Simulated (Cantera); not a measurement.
Input: 1 mol FeS2, 0.15 mol H2S, 1.8 mol N2, at 0.0410 bar.

Method: chemical equilibrium by Gibbs-energy minimisation in Cantera with the NASA 1993 tables (ideal gas, pure condensed phases). Candidate condensed phases: Fe, FeS, FeS2, S; 16 gas species. FeS: taken at fixed stoichiometry. Kinetics and transport are ignored. All values below are at 1325 °C.

Base state: N2 0.717, S2 0.222, H2 0.0479, H2S 0.0106, SH 0.00241, S 0.000276, H 5.75e-5 (mole fractions); condensed: FeS(l).

Q: What changes in the equilibrium state with this change: H2S from 0.15 to 0.25 mol?

A: 
```tsv
species	before	after
N2	0.717	0.678
S2	0.222	0.225
H2	0.0479	0.0757
H2S	0.0106	0.0169
SH	0.00241	0.00305
H	5.75e-5	7.23e-5
S	0.000276	0.000278
FeS(l), mol	1.000	1.000
```
